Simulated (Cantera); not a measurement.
An isothermal, constant-pressure homogeneous reactor starts with NH₃ : H₂ = 1 : 29 (molar parts), at 1575 K and 0.0590 bar. Integrator tolerance rtol = 1e-08.

Detailed kinetics in Cantera: the gas-phase N/H chemistry of the illustrative SiF4/NH3 mechanism in the Surface Chemkin manual (1991). Walls and surfaces, which speed up NH3 decomposition in real reactors, are not modelled.

Task: What does this change do: H2 29 to 6.6 parts?

Result: 
| quantity | before | after |
|---|---|---|
| x(NH₃) at 10.0 s | 0.0325 (gas-phase equilibrium 3.60e-7) | 0.124 (gas-phase equilibrium 6.41e-7) |
| x(H₂) at 10.0 s | 0.967 (gas-phase equilibrium 0.984) | 0.872 (gas-phase equilibrium 0.942) |
| x(NH₂) at 10.0 s | 9.65e-6 (gas-phase equilibrium 1.46e-10) | 2.74e-5 (gas-phase equilibrium 2.66e-10) |
| x(N) at 10.0 s | 6.92e-9 (gas-phase equilibrium <1e-12) | 1.06e-8 (gas-phase equilibrium <1e-12) |
| x(H) at 10.0 s | 0.000123 (gas-phase equilibrium 0.000171) | 8.21e-5 (gas-phase equilibrium 0.000167) |
| x(N₂H₄) at 10.0 s | 2.11e-10 (gas-phase equilibrium <1e-12) | 1.71e-9 (gas-phase equilibrium <1e-12) |
| x(NH) at 10.0 s | 9.70e-8 (gas-phase equilibrium 2.01e-12) | 2.03e-7 (gas-phase equilibrium 3.74e-12) |

Task: What does this change do: NH3 1 to 5 parts?

Result: 
```
quantity                                              before                                     after
-----------------  -----------------------------------------  ----------------------------------------
x(NH₃) at 10.0 s      0.0325 (gas-phase equilibrium 3.60e-7)     0.139 (gas-phase equilibrium 6.67e-7)
x(H₂) at 10.0 s          0.967 (gas-phase equilibrium 0.984)       0.858 (gas-phase equilibrium 0.936)
x(NH₂) at 10.0 s    9.65e-6 (gas-phase equilibrium 1.46e-10)  2.97e-5 (gas-phase equilibrium 2.77e-10)
x(N) at 10.0 s        6.92e-9 (gas-phase equilibrium <1e-12)    1.09e-8 (gas-phase equilibrium <1e-12)
x(H) at 10.0 s     0.000123 (gas-phase equilibrium 0.000171)  7.86e-5 (gas-phase equilibrium 0.000167)
x(N₂H₄) at 10.0 s    2.11e-10 (gas-phase equilibrium <1e-12)    2.01e-9 (gas-phase equilibrium <1e-12)
x(NH) at 10.0 s     9.70e-8 (gas-phase equilibrium 2.01e-12)  2.14e-7 (gas-phase equilibrium 3.91e-12)
```
